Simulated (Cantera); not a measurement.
Input: 1 mol BCl3, 2 mol H2O, 6.1 mol H2, held at 552 °C and 1.10 mbar.

These are equilibrium values from Cantera (NASA tables, ideal gas, pure condensed phases), not measurements of a reactor. Candidate condensed phases: B, B2O3, B3O3H3, H2O; 33 gas species. Rates play no part.

Base state: H2 0.635, HCl 0.313, H2O 0.0520, (HBO2)3 3.07e-5 (mole fractions); condensed: B2O3(l).

Question: What changes in the equilibrium state with this change: H2O from 2 to 19 mol?

Answer: 
```csv
species,before,after
H2O,0.0520,0.656
H2,0.635,0.229
HCl,0.313,0.113
(HBO2)3,3.07e-5,0.00138
"B2O3(l), mol",0.500,0.445
```
Gases not in the tables: H3BO3.
